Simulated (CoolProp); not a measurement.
Diethyl ether at several states: fugacity coefficient from the reference equation and from simpler models built on Tc = 467.9 K, pc = 37.17 bar, ω = 0.282; each cubic takes its own stable root.

Values from CoolProp's reference Helmholtz-energy equation of state, Thol 2014.

```json
[
 {"T (K)": "530.8", "p (bar)": "8.22", "phase": "gas", "reference": "0.9527", "van der Waals": "0.9522", "Redlich-Kwong": "0.9486"},
 {"T (K)": "294.3", "p (bar)": "0.194", "phase": "gas", "reference": "0.9902", "van der Waals": "0.9955", "Redlich-Kwong": "0.9936"},
 {"T (K)": "355.5", "p (bar)": "3.81", "phase": "gas", "reference": "0.9068", "van der Waals": "0.9420", "Redlich-Kwong": "0.9251"},
 {"T (K)": "477.4", "p (bar)": "1.15", "phase": "gas", "reference": "0.9903", "van der Waals": "0.9913", "Redlich-Kwong": "0.9901"}
]
```
